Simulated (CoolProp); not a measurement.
n-perfluorobutane along the isobar 3.08 MPa: density (kg/m³) from the reference equation and from simpler models built on Tc = 113.2 °C, pc = 2.322 MPa, ω = 0.372; each cubic takes its own stable root.

Model: reference Helmholtz-energy equation of state, Gao 2022, in CoolProp.

```csv
T (°C),phase,reference
-50.75,liquid,1774
-27.95,liquid,1698
-5.25,liquid,1623
17.55,liquid,1544
40.25,liquid,1459
63.05,liquid,1362
85.85,liquid,1243
108.55,liquid,1064
131.35,supercritical,552.0
154.05,supercritical,335.7
176.85,supercritical,273.0
```

### Question
How far does each simpler model (van der Waals, Redlich-Kwong, Soave-Redlich-Kwong) lie from the reference over these 11 states: mean and median of the absolute difference, and the worst?

### Answer
- van der Waals: mean 29.0 %, median 35.3 %, worst -37.7 % at -50.75 °C and 3.08 MPa
- Redlich-Kwong: mean 10.5 %, median 9.3 %, worst -16.1 % at 108.55 °C and 3.08 MPa
- Soave-Redlich-Kwong: mean 6.6 %, median 5.6 %, worst -14.8 % at 108.55 °C and 3.08 MPa
